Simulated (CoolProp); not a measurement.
Saturation properties of sulfur hexafluoride.

Computed with CoolProp (reference Helmholtz-energy equation of state, Guder 2009).

| T (°C) | p (MPa) | liquid density (kg/m³) | surface tension (mN/m) | liquid viscosity (µPa s) | liquid conductivity (mW/(m K)) |
|---|---|---|---|---|---|
| -18.65 | … | 1679 | 6.99 | 253 | 67.7 |
| -10.75 | 0.9189 | 1630 | … | 222 | 65.2 |
| -2.95 | 1.153 | 1579 | 4.89 | 194 | 62.7 |
| 4.95 | 1.432 | 1522 | 3.90 | 169 | 60.1 |
| 12.85 | 1.758 | 1458 | 2.96 | … | 57.3 |
| 20.75 | 2.136 | 1385 | 2.07 | 127 | 54.4 |
| 28.55 | 2.567 | 1298 | 1.28 | 107 | … |
| 36.45 | 3.071 | 1182 | 0.569 | 86.3 | 48.3 |

Question: Some entries are withheld; supply them.

Answer: 
- -18.65, p (MPa): 0.7199
- -10.75, surface tension (mN/m): 5.92
- 12.85, liquid viscosity (µPa s): 147
- 28.55, liquid conductivity (mW/(m K)): 51.4

Viscosity comes from a separate model (Quiñones-Cisneros 2012). Thermal conductivity comes from a separate model (Assael 2012). Surface tension comes from a separate correlation (Mulero 2012).
